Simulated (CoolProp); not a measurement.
Saturation properties of R236FA (Tc = 398.1 K, pc = 3.191 MPa, ω = 0.377).

Computed with CoolProp (reference Helmholtz-energy equation of state, Pan 2012).

```
T (K)  p (MPa)  enthalpy of vaporisation (kJ/kg)  vapour Z  liquid conductivity (mW/(m K))
-----  -------  --------------------------------  --------  ------------------------------
303.4   0.3229                             142.3    0.8953                            71.6
307.5   0.3676                             139.8    0.8854                            70.4
311.6   0.4169                             137.3    0.8749                            69.2
315.7   0.4710                             134.7    0.8638                            68.1
319.8   0.5302                             132.1    0.8521                            66.9
323.9   0.5950                             129.3    0.8397                            65.8
328     0.6656                             126.5    0.8265                            64.6
332.1   0.7423                             123.5    0.8126                            63.5
336.2   0.8256                             120.4    0.7980                            62.3
340.3   0.9157                             117.2    0.7825                            61.2
344.3    1.011                             113.9    0.7665                            60.1
348.4    1.115                             110.3    0.7492                            58.9
352.5    1.228                             106.6    0.7309                            57.7
356.6    1.350                             102.6    0.7114                            56.6
```

It boils at 271.7 K under 1 atm.

Thermal conductivity comes from a separate model (Huber 2003), an estimate that may be off by 10 % or more.
